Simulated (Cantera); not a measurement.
## Transport properties of process gases

Gas mixture: 48.8 % NO, 51.2 % H₂O, at 0.00217 atm, frozen composition.

Cantera's kinetic-theory transport with the Lennard-Jones parameters of GRI-Mech 3.0, ideal gas; thermal conductivity in the multicomponent form. Polar gases are described roughly by these parameters. The composition is frozen, though it would react at the higher temperatures.

```
T (K)  ρ (kg/m³)  cp (J/kg/K)  μ (µPa s)  λ (mW/m/K)     Pr  D (cm²/s) O  D (cm²/s) N₂  D (cm²/s) H₂O
-----  ---------  -----------  ---------  ----------  -----  -----------  ------------  -------------
400      0.00158         1348       18.6        36.7  0.681          268           169            180
600      0.00105         1418       26.3        55.8  0.668          546           346            383
800     0.000789         1501       33.5        75.5  0.666          894           570            641
1000    0.000632         1581       40.1        95.2  0.666         1300           834            947
1200    0.000526         1652       46.3         115  0.666         1770          1140           1300
1400    0.000451         1716       52.2         134  0.667         2290          1470           1690
1600    0.000395         1771       57.8         153  0.668         2860          1840           2120
1800    0.000351         1820       63.1         172  0.668         3480          2240           2580
2000    0.000316         1861       68.2         190  0.669         4150          2670           3080
```
D: mixture-averaged diffusion coefficient of that species in the mixture.
